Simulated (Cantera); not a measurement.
# Premixed flame

A freely propagating, adiabatic, planar premixed flame of CH4 : C2H6 : C3H8 : O2 : N2 = 1 : 0.31 : 0.5 : 4.3 : 16.2 (molar parts), unburnt at 575 K and 0.257 atm; mixture-averaged transport, grid criteria slope 0.08 and curve 0.16, no radiation.

Model: GRI-Mech 3.0 (53 species, 325 reactions), integrated in Cantera. GRI-Mech 3.0 was tuned for natural gas; its chemistry of propane as a main component is partial and can be far from experiment. Burning velocities carry a grid error of a few per cent, more on coarse grids.

| z (mm) | T (K) | u (m/s) | x CH4 | x C2H6 | x C3H8 | x HO2 | x CH2CO | x H2O |
|---|---|---|---|---|---|---|---|---|
| -3.10 | 575 | 1.42 | 0.0447 | 0.0139 | 0.0224 | 1.46e-7 | <1e-8 | 2.86e-5 |
| -2.07 | 577 | 1.43 | 0.0445 | 0.0138 | 0.0223 | 2.18e-6 | 9.52e-8 | 0.000327 |
| -1.55 | 584 | 1.46 | 0.0441 | 0.0137 | 0.0222 | 1.04e-5 | 8.14e-7 | 0.00143 |
| -1.03 | 642 | 1.62 | 0.0422 | 0.0134 | 0.0217 | 4.42e-5 | 1.37e-5 | 0.00834 |
| -0.517 | 1035 | 2.70 | 0.0321 | 0.0108 | 0.0147 | 9.73e-5 | 0.000324 | 0.0470 |
| -0.258 | 1434 | 3.86 | 0.0202 | 0.00484 | 0.00419 | 0.000188 | 0.000920 | 0.0855 |
| 0 | 1800 | 4.94 | 0.00701 | 0.000375 | 0.000109 | 9.78e-5 | 0.000772 | 0.123 |
| 0.258 | 1986 | 5.48 | 0.00113 | 3.87e-6 | 1.58e-7 | 1.36e-5 | 0.000171 | 0.144 |
| 0.517 | 2042 | 5.62 | 0.000112 | 1.74e-8 | <1e-8 | 1.77e-6 | 1.76e-5 | 0.152 |
| 1.03 | 2064 | 5.66 | 8.29e-7 | <1e-8 | <1e-8 | 5.16e-7 | 1.36e-7 | 0.153 |
| 2.07 | 2079 | 5.68 | <1e-8 | <1e-8 | <1e-8 | 4.01e-7 | <1e-8 | 0.151 |
| 4.14 | 2096 | 5.72 | <1e-8 | <1e-8 | <1e-8 | 3.60e-7 | <1e-8 | 0.151 |
| 8.27 | 2123 | 5.78 | <1e-8 | <1e-8 | <1e-8 | 3.10e-7 | <1e-8 | 0.153 |
x: mole fraction of selected species; z is measured from the peak of heat release.

```
Property                    Result
------------------------  --------
laminar burning velocity  142 cm/s
thermal thickness          1.03 mm
peak x(HO2)               0.000191
peak x(CH2CO)              0.00103
grid points                    152
```
